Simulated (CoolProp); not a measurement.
The fluid at 298.15 K and 10.6 MPa is throttled through a valve to 3.34 MPa with no heat exchange. The same conditions are run with several fluids, on thermodynamics alone (safety and materials aside).

Values from CoolProp's reference Helmholtz-energy equation of state of each fluid (carbon dioxide: Span 1996; octamethyltrisiloxane (MDM): Thol 2017; n-octane: Beckmüller 2019; R245fa: Akasaka 2015; toluene: Lemmon 2006).

```csv
fluid,temperature change (K),final phase,final density (kg/m³)
carbon dioxide,?,?,?
octamethyltrisiloxane (MDM),+3.3,liquid,?
n-octane,+3.1,liquid,?
R245fa,?,liquid,?
toluene,?,liquid,862
```

**Question.** Some entries are withheld; supply them.

**Answer.** 
- carbon dioxide, temperature change (K): -26.6
- carbon dioxide, final phase: two-phase, vapour fraction 0.250
- carbon dioxide, final density (kg/m³): 286
- octamethyltrisiloxane (MDM), final density (kg/m³): 817
- n-octane, final density (kg/m³): 699
- R245fa, temperature change (K): +1.8
- R245fa, final density (kg/m³): 1340
- toluene, temperature change (K): +3.4
